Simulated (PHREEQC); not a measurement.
NaCl is added in steps, without added water, to 1 kg of water holding 0.066 mol/kgw NiCl2, 0.0075 mol/kgw Na2SO4 and 0.033 mol/kgw HCl, at 25 °C. Oxygen is held at 0.21 atm. CO2 is held at log p = -3.4 (atm). Only these solids could form: Ni(OH)2, NiCO3, Ni4(OH)6SO4, Halite, Mirabilite, Morenosite, Nahcolite, Natron.

Base run: PHREEQC, ion-association model, wateq4f.dat. Each further column changes one thing. The table gives NaSO4- (mol/kgw).

```
NaCl added (mol)      base  NiCl2 from 0.066 to 0.033 mol/kgw  diluted 2-fold with water  no solid may form
----------------  --------  ---------------------------------  -------------------------  -----------------
0                  5.59e-5                            6.93e-5                          ?            5.59e-5
0.02656           0.000153                           0.000187                          ?           0.000153
0.04781           0.000228                                  ?                   0.000151           0.000228
0.07437           0.000320                           0.000384                   0.000217           0.000320
0.09563           0.000391                                  ?                   0.000267           0.000391
0.1222            0.000478                           0.000563                          ?           0.000478
0.1434            0.000546                           0.000638                   0.000371           0.000546
0.17              0.000628                                  ?                   0.000425           0.000628
```

Fill in the missing entries.


- 0, diluted 2-fold with water: 2.16e-5
- 0.02656, diluted 2-fold with water: 9.52e-5
- 0.04781, NiCl2 from 0.066 to 0.033 mol/kgw: 0.000277
- 0.09563, NiCl2 from 0.066 to 0.033 mol/kgw: 0.000465
- 0.1222, diluted 2-fold with water: 0.000326
- 0.17, NiCl2 from 0.066 to 0.033 mol/kgw: 0.000728
